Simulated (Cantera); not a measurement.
## Thermodynamics of hydrogen reduction and annealing atmospheres, feed SiO2 + H2 + H2O

Feed: 1 mol SiO2, 480 mol H2, 3.9 mol H2O, at 100000 Pa.

Equilibrium computed with Cantera from the NASA thermochemical tables; the gas is ideal and each condensed phase is pure. Candidate condensed phases: H2O, Si, SiO2; 18 gas species. The tables hold silica as quartz up to 1696 K and as liquid above; real silica turns to tridymite and cristobalite and melts near 1996 K. Rates play no part.

```tsv
T (K)	x H2	x H2O	x H	x SiO	x OH	n SiO2(β-quartz)	n SiO2(condensed)
923	0.992	0.00806	2.44e-10	<1e-12	<1e-12	1.00	0
1073	0.992	0.00806	1.40e-8	<1e-12	<1e-12	1.00	0
1223	0.992	0.00806	2.99e-7	1.07e-11	2.19e-11	1.00	0
1373	0.992	0.00806	3.32e-6	3.77e-9	4.81e-10	1.000	0
1523	0.992	0.00806	2.30e-5	4.06e-7	5.76e-9	1.000	0
1673	0.992	0.00808	0.000113	1.84e-5	4.44e-8	0.991	0
1823	0.991	0.00845	0.000431	0.000400	2.56e-7	0	0.806
1973	0.987	0.0101	0.00134	0.00206	1.30e-6	0	0
2123	0.984	0.0101	0.00356	0.00206	4.51e-6	0	0
2273	0.980	0.0100	0.00831	0.00205	1.32e-5	0	0
```
x: gas mole fraction; n: condensed amount in mol.

From 923 K to 1673 K the condensed part is SiO2(β-quartz). At 1823 K the condensed part is SiO2(condensed). From 1973 K to 2273 K nothing is condensed.
